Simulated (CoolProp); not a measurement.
Values from CoolProp's reference Helmholtz-energy equation of state, Lemmon 2006. It is a short technical equation, of lower accuracy than the large ones.

Problem. Give the vapour pressure (bar), liquid density (kg/m³), vapour density (kg/m³) of saturated neopentane at 331.8, 362.9, 393.9 K.

Solution. 
```
T (K)  p (bar)  liquid density (kg/m³)  vapour density (kg/m³)
-----  -------  ----------------------  ----------------------
331.8     4.45                     545                    13.3
362.9     9.08                     501                    27.4
393.9     16.5                     445                    54.0
```
